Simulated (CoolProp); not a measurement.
Saturation properties of carbonyl sulfide.

Model: reference Helmholtz-energy equation of state, Lemmon 2006, in CoolProp. It is a short technical equation, of lower accuracy than the large ones.

```json
[
 {"T (°C)": "1.55", "p (bar)": "6.808", "enthalpy of vaporisation (kJ/kg)": "268.8", "vapour Z": "0.8933", "surface tension (mN/m)": "11.8"},
 {"T (°C)": "5.05", "p (bar)": "7.535", "enthalpy of vaporisation (kJ/kg)": "265.6", "vapour Z": "0.8856", "surface tension (mN/m)": "11.2"},
 {"T (°C)": "8.55", "p (bar)": "8.317", "enthalpy of vaporisation (kJ/kg)": "262.2", "vapour Z": "0.8775", "surface tension (mN/m)": "10.7"},
 {"T (°C)": "12.05", "p (bar)": "9.158", "enthalpy of vaporisation (kJ/kg)": "258.8", "vapour Z": "0.8691", "surface tension (mN/m)": "10.1"},
 {"T (°C)": "15.55", "p (bar)": "10.06", "enthalpy of vaporisation (kJ/kg)": "255.3", "vapour Z": "0.8604", "surface tension (mN/m)": "9.60"},
 {"T (°C)": "19.05", "p (bar)": "11.02", "enthalpy of vaporisation (kJ/kg)": "251.6", "vapour Z": "0.8512", "surface tension (mN/m)": "9.08"},
 {"T (°C)": "22.55", "p (bar)": "12.05", "enthalpy of vaporisation (kJ/kg)": "247.8", "vapour Z": "0.8417", "surface tension (mN/m)": "8.57"},
 {"T (°C)": "26.05", "p (bar)": "13.15", "enthalpy of vaporisation (kJ/kg)": "243.9", "vapour Z": "0.8318", "surface tension (mN/m)": "8.07"},
 {"T (°C)": "29.55", "p (bar)": "14.32", "enthalpy of vaporisation (kJ/kg)": "239.9", "vapour Z": "0.8215", "surface tension (mN/m)": "7.57"}
]
```

It boils at -50.2 °C under 1 atm.

Surface tension comes from a separate correlation (Mulero 2012).
